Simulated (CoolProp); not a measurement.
Model: reference Helmholtz-energy equation of state, Bücker 2006, in CoolProp.

Question: For isobutane, give the phase and the Joule-Thomson coefficient (K/MPa), expansivity (1/kK), viscosity (µPa s), Prandtl number at 337.7 K and 1.59 MPa; 383.3 K and 1.59 MPa.

Answer: 
- 337.7 K and 1.59 MPa: liquid; Joule-Thomson coefficient 0.0620, expansivity 3.21, viscosity 103, Prandtl number 3.64
- 383.3 K and 1.59 MPa: gas; Joule-Thomson coefficient 13.7, expansivity 5.84, viscosity 10.2, Prandtl number 0.867

Viscosity comes from a separate model (Vogel 2000). Thermal conductivity comes from a separate model (Perkins 2002).
